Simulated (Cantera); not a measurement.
What does this Cantera script print?

```python
import numpy as np
import cantera as ct

gas_names = """
    Fe FeO Fe(OH)2 H HO2 H2 H2O H2O2 H2S H2SO4 O OH O2 O3 S SH SO SO2 SO3 S2 S2O S8
""".split()
cond_names = """
    Fe(a) Fe(c) Fe(d) Fe(L) FeO(s) FeO(L) Fe(OH)2(s) Fe(OH)3(s) FeS(a) FeS(b) FeS(c) FeS(L) FeSO4(s)
    FeS2(s) Fe2O3(s) Fe2S3O12(s) Fe3O4(s) H2O(s) H2O(L) H2SO4(L) S(cr1) S(cr2) S(L)
""".split()


# ... load() reads the species with a 1 bar reference pressure and builds the phases ...
atoms = {
    'FeS2': {'Fe': 1, 'S': 2},
    'O2': {'O': 2},
    'H2O': {'H': 2, 'O': 1},
}
top_T = {'FeSO4(s)': 950, 'FeS2(s)': 1010, 'Fe2O3(s)': 1830, 'Fe2S3O12(s)': 1100, 'Fe3O4(s)': 1870}  # K; cautious upper limits of use, not melting points


# ... equilibrate(T, P, feed) seeds the gas with the atoms and calls Mixture.equilibrate('TP', solver="vcs", rtol=1e-11, max_steps=5000) ...
results = []
feed = {'FeS2': 1, 'O2': 8.7, 'H2O': 0.093}  # mol
T = 873  # K
P = 13332.2  # Pa
mix = equilibrate(T, P, feed)
results.append((T, P, feed, dict(zip(mix.species_names, mix.species_moles))))
x = sorted(zip(gas.X, gas.species_names), reverse=True)
print(f"T = {T:g} K  P = {P:g} Pa  gas = {mix.phase_moles(0):.4g} mol")
print("   x: " + "  ".join(f"{s} {v:.3e}" for v, s in x if v > 1e-05))
print("   condensed (mol): " + ("  ".join(f"{mix.phase(i).name} {mix.phase_moles(i):.4g}"
      for i in range(1, mix.n_phases) if mix.phase_moles(i) > 1e-12) or "none"))
```

Output:

```
T = 873 K  P = 13332.2 Pa  gas = 5.828 mol
   x: O2 8.631e-01  SO3 9.346e-02  SO2 2.751e-02  H2O 1.595e-02
   condensed (mol): Fe2O3(s) 0.06834  Fe2S3O12(s) 0.4317
```

Equilibrium computed with Cantera from the NASA thermochemical tables; the gas is ideal and each condensed phase is pure.
